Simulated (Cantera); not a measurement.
Feed: 1 mol SiHCl3, 0.0065 mol Cl2, 61 mol H2, held at 1 atm.

Cantera equilibrium calculation (NASA polynomials, part measured and part estimated; ideal gas, pure solids and liquids). Candidate condensed phases: Si; 19 gas species. Gases not in the tables: Si2H6 and higher silanes. Equilibrium is a limit: real reactors are often held back by kinetics, nucleation or transport.

Question: What share of the Si ends up in condensed phases as a function of T (°C), at 602, 702, 802, 902, 1002, 1102, 1202, 1302, 1402?

Answer: 
| T (°C) | Si condensed (%) | as |
|---|---|---|
| 602 | 13.5 | Si(s) |
| 702 | 18.7 | Si(s) |
| 802 | 27.8 | Si(s) |
| 902 | 40.5 | Si(s) |
| 1002 | 53.4 | Si(s) |
| 1102 | 62.2 | Si(s) |
| 1202 | 65.7 | Si(s) |
| 1302 | 66.3 | Si(s) |
| 1402 | 65.9 | Si(s) |
